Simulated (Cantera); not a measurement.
An isothermal, constant-pressure homogeneous reactor starts with NH₃ : N₂ = 1 : 1.4 (molar parts), at 1650 K and 128 Torr. Integrator tolerance rtol = 1e-08.

Computed with Cantera and the gas-phase N/H chemistry of the illustrative SiF4/NH3 mechanism in the Surface Chemkin manual (1991). Walls and surfaces, which speed up NH3 decomposition in real reactors, are not modelled.

What does this change do: temperature 1650 to 1298 K?


```tsv
quantity	before	after
x(NH₃) at 20.0 s	0.0978 (gas-phase equilibrium 1.51e-6)	0.415 (gas-phase equilibrium 4.57e-6)
x(N₂) at 20.0 s	0.565 (gas-phase equilibrium 0.559)	0.583 (gas-phase equilibrium 0.559)
x(N₂H₂) at 20.0 s	7.20e-8 (gas-phase equilibrium <1e-12)	6.92e-8 (gas-phase equilibrium <1e-12)
x(N₂H₄) at 20.0 s	4.27e-9 (gas-phase equilibrium <1e-12)	2.47e-8 (gas-phase equilibrium <1e-12)
x(NH₂) at 20.0 s	4.10e-5 (gas-phase equilibrium 1.24e-9)	6.39e-6 (gas-phase equilibrium 3.25e-11)
```
